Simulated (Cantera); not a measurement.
Charge: 1 mol Fe2O3, 0.28 mol O2, 0.18 mol H2O, 0.3 mol SO2, at 10.0 mbar.

Method: chemical equilibrium by Gibbs-energy minimisation in Cantera with the NASA 1993 tables (ideal gas, pure condensed phases). Candidate condensed phases: Fe, FeO, Fe(OH)2, Fe(OH)3, FeS, FeSO4, FeS2, Fe2O3, Fe2(SO4)3, Fe3O4, H2O, H2SO4, S; 22 gas species. Rates play no part.

### Question
Which condensed phases are stable at each of these points (T (°C)): 402, 502, 602, 702, 802, 902, 1002, 1102, 1202, 1302, 1402, 1502?

### Answer
| T (°C) | condensed phases | Fe condensed (%) |
|---|---|---|
| 402 | Fe2O3(s) + Fe2(SO4)3(s) | 100.0 |
| 502 | Fe2O3(s) + Fe2(SO4)3(s) | 100.0 |
| 602 | Fe2O3(s) | 100.0 |
| 702 | Fe2O3(s) | 100.0 |
| 802 | Fe2O3(s) | 100.0 |
| 902 | Fe2O3(s) | 100.0 |
| 1002 | Fe2O3(s) | 100.0 |
| 1102 | Fe2O3(s) | 100.0 |
| 1202 | Fe2O3(s) | 100.0 |
| 1302 | Fe3O4(s) | 100.0 |
| 1402 | Fe3O4(s) | 100.0 |
| 1502 | Fe3O4(s) | 100.0 |

From 402 °C to 502 °C the condensed part is Fe2O3(s) + Fe2(SO4)3(s). From 602 °C to 1202 °C the condensed part is Fe2O3(s). From 1302 °C to 1502 °C the condensed part is Fe3O4(s).
